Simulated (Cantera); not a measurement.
Cantera run, input and output.

```python
import numpy as np
import cantera as ct

gas = ct.Solution("gri30.yaml")
gas.TPX = 425, 89000, {'CH3OH': 1, 'O2': 1.92, 'N2': 7.23}
inlet = ct.Reservoir(gas, clone=True)
gas.equilibrate("HP")  # start burning
reactor = ct.IdealGasConstPressureReactor(gas, energy="on", clone=False)
exhaust = ct.Reservoir(gas, clone=True)
tau = [0.036, 0.017, 0.0078, 0.0036, 0.0017, 0.00078, 0.00036, 0.00017, 7.8e-05, 3.6e-05][0]
for a, b in ((inlet, reactor), (reactor, exhaust)):
    ct.MassFlowController(a, b, mdot=lambda t: reactor.mass / tau)
net = ct.ReactorNet([reactor])
show = ['CH3OH', 'O2', 'H2O', 'C2H', 'OH', 'HCO']

rows = []
print(f"{'tau/s':>10s}{'T/K':>9s}" + "".join(f"{s:>11s}" for s in show))
for tau in [0.036, 0.017, 0.0078, 0.0036, 0.0017, 0.00078, 0.00036, 0.00017, 7.8e-05, 3.6e-05]:
    net.initial_time = 0.0
    net.advance(30 * tau)
    before = gas.X
    net.advance(40 * tau)
    drift = np.max(np.abs(gas.X - before) / (gas.X + 1e-9))
    rows.append([gas.T, *gas[show].X, drift])
    print(f"{tau:10.3e}{gas.T:9.1f}" + "".join(f"{x:11.3e}" for x in gas[show].X))
```

Result:

```
     tau/s      T/K      CH3OH         O2        H2O        C2H         OH        HCO
 3.600e-02   2057.2  3.319e-06  4.013e-02  1.836e-01  1.061e-14  4.172e-03  1.183e-07
 1.700e-02   2038.6  5.603e-06  4.078e-02  1.823e-01  1.974e-14  4.907e-03  2.507e-07
 7.800e-03   2010.7  9.454e-06  4.177e-02  1.805e-01  4.592e-14  5.781e-03  5.450e-07
 3.600e-03   1973.9  1.593e-05  4.313e-02  1.781e-01  1.427e-13  6.647e-03  1.171e-06
 1.700e-03   1930.0  2.708e-05  4.481e-02  1.754e-01  5.174e-13  7.351e-03  2.443e-06
 7.800e-04   1877.3  4.940e-05  4.702e-02  1.724e-01  2.118e-12  7.790e-03  5.216e-06
 3.600e-04   1818.9  9.789e-05  5.005e-02  1.695e-01  8.637e-12  7.749e-03  1.114e-05
 1.700e-04   1751.0  2.254e-04  5.506e-02  1.674e-01  3.245e-11  6.893e-03  2.409e-05
 7.800e-05    425.0  9.852e-02  1.892e-01 -5.017e-16 -1.342e-56  5.631e-33 -6.534e-37
 3.600e-05    425.0  9.852e-02  1.892e-01 -9.560e-19 -1.582e-62  6.965e-35 -9.421e-40
```

Computed with Cantera and GRI-Mech 3.0 (53 species, 325 reactions). GRI-Mech 3.0 was tuned for natural gas; its chemistry of methanol as a main component is partial and can be far from experiment.
